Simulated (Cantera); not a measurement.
Feed: 1 mol CH₃SiCl₃, 2 mol CH₄, 36 mol H₂, held at 0.250 bar.

Equilibrium computed with Cantera from the NASA thermochemical tables; the gas is ideal and each condensed phase is pure. Candidate condensed phases: C, C₆H₆, C₇H₈, C₈H₁₈, Si, SiC; 109 gas species. The feed counts by its element totals alone. Equilibrium is a limit: real reactors are often held back by kinetics, nucleation or transport. All values below are at 1998 K.

Base state: H₂ 0.927, HCl 0.0682, H 0.00309, C₂H₂ (acetylene) 0.000703, SiCl₂ 0.000655, Cl 0.000169, CH₄ 9.17e-5 (mole fractions); condensed: C(graphite) + SiC(s).

Q: What changes in the equilibrium state with this change: H₂ from 36 to 1.3 mol?

A: 
| species | before | after |
|---|---|---|
| H₂ | 0.927 | 0.658 |
| HCl | 0.0682 | 0.317 |
| SiCl₂ | 0.000655 | 0.0200 |
| SiCl₄ | 5.06e-8 | 4.71e-5 |
| SiCl₃ | 5.36e-6 | 0.000903 |
| SiHCl₃ | 2.67e-7 | 3.79e-5 |
| C(graphite), mol | 1.96 | 2.17 |
| SiC(s), mol | 0.970 | 0.825 |
The tables' values for SiCl₃, SiCl are old estimates; treat these amounts as uncertain.

Q: What changes in the equilibrium state with this change: CH₃SiCl₃ replaced by SiH₄?

A: 
```json
[
 {"species": "H₂", "before": "0.927", "after": "0.996"},
 {"species": "H", "before": "0.00309", "after": "0.00320"},
 {"species": "C₂H₂ (acetylene)", "before": "0.000703", "after": "0.000755"},
 {"species": "HCl", "before": "0.0682", "after": "0"},
 {"species": "SiCl₂", "before": "0.000655", "after": "0"},
 {"species": "Cl", "before": "0.000169", "after": "0"},
 {"species": "CH₄", "before": "9.17e-5", "after": "0.000106"},
 {"species": "C(graphite), mol", "before": "1.96", "after": "0.932"},
 {"species": "SiC(s), mol", "before": "0.970", "after": "0.999"}
]
```
